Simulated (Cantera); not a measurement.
Charge: 1 mol Si3N4, 0.37 mol C, 1.6 mol H2, at 2773 K and 1.50 bar.

Method: chemical equilibrium by Gibbs-energy minimisation in Cantera with the NASA 1993 tables (ideal gas, pure condensed phases). Candidate condensed phases: C, C6H6, C7H8, C8H18, Si, SiC, Si3N4; 105 gas species. Mutual solubility and eutectic melting of coexisting phases are not modelled. The tables' values for SiN are old estimates; treat these amounts as uncertain. Gases not in the tables: Si2H6 and higher silanes. Equilibrium is a limit: real reactors are often held back by kinetics, nucleation or transport.

Base state: N2 0.513, H2 0.385, H 0.0377, HCN 0.0248, Si 0.0199, Si2C 0.00532, HNC 0.00385, SiH 0.00274 (mole fractions); condensed: Si(l) + SiC(s).

What changes in the equilibrium state with this change: H2 from 1.6 to 0.088 mol?


```
species            before     after
----------------  -------  --------
N2                  0.513     0.917
H2                  0.385    0.0295
Si                 0.0199    0.0199
H                  0.0377    0.0104
HCN                0.0248   0.00919
CH3               1.58e-5   3.36e-7
C2H2 (acetylene)  0.00213  0.000164
Si(l), mol           2.64      2.59
SiC(s), mol         0.209     0.326
```

What changes in the equilibrium state with this change: temperature from 2773 K to 2198 K?


```json
[
 {"species": "N2", "before": "0.513", "after": "0.554"},
 {"species": "H2", "before": "0.385", "after": "0.441"},
 {"species": "H", "before": "0.0377", "after": "0.00302"},
 {"species": "Si", "before": "0.0199", "after": "0.000241"},
 {"species": "HCN", "before": "0.0248", "after": "0.00158"},
 {"species": "C2H", "before": "2.52e-5", "after": "3.00e-9"},
 {"species": "SiC2", "before": "0.00190", "after": "2.62e-7"},
 {"species": "SiC", "before": "1.35e-5", "after": "2.04e-9"},
 {"species": "CN", "before": "0.000198", "after": "3.83e-7"},
 {"species": "C2N2", "before": "3.17e-5", "after": "6.22e-8"},
 {"species": "Si(l), mol", "before": "2.64", "after": "2.63"},
 {"species": "SiC(s), mol", "before": "0.209", "after": "0.364"}
]
```

What changes in the equilibrium state with this change: Si3N4 replaced by MgO?


| species | before | after |
|---|---|---|
| H2 | 0.385 | 0.525 |
| Mg | 0 | 0.210 |
| CO | 0 | 0.141 |
| N2 | 0.513 | 0 |
| H2O | 0 | 0.0663 |
| HCN | 0.0248 | 0 |
| Si | 0.0199 | 0 |
| H | 0.0377 | 0.0440 |
| MgOH | 0 | 0.00559 |
| Si2C | 0.00532 | 0 |
| MgH | 0 | 0.00408 |
| HNC | 0.00385 | 0 |
| SiH | 0.00274 | 0 |
| Si(l), mol | 2.64 | 0 |
| SiC(s), mol | 0.209 | 0 |
| MgO(s), mol | 0 | 0.430 |
The tables' values for MgH are old estimates; treat these amounts as uncertain. Further candidate phases: H2O, Mg, MgCO3, MgO, Mg(OH)2.
